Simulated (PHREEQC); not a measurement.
**Copper plating or etch bath: speciation**

Consider water at 20 °C with 0.033 mol/kgw CuCl2 and 0.0015 mol/kgw FeCl3. Closed to the air; pH follows from the charge balance.

Model: ion-association model, phreeqc.dat, run in PHREEQC.

Precipitation was switched off in this run.

**Question.** What pH, density does the model give?

**Answer.** pH 3.03; density 1.002 g/cm³.

**Question.** In which forms is Cu present?

**Answer.** Cu+2 94 %, CuCl+ 5.4 % of the Cu.

Examples of supersaturated solids here: Hematite (slow to form), Goethite (slow to form). Others may be too. Complexes and solids missing from the database can't appear.
